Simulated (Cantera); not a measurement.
Feed: 1 mol Fe(CO)5, a varied amount of N2, at 1548.15 K and 0.100 bar.

Method: chemical equilibrium by Gibbs-energy minimisation in Cantera with the NASA 1993 tables (ideal gas, pure condensed phases). Candidate condensed phases: C, Fe, Fe(CO)5, FeO, Fe2O3, Fe3O4; 27 gas species. Rates play no part.

Problem. At 0.38 mol N2, list the 3 most abundant gas species with their mole fractions, and the condensed phases.

Solution. CO 0.929, N2 0.0706, CO2 3.80e-5. Condensed: Fe(γ).
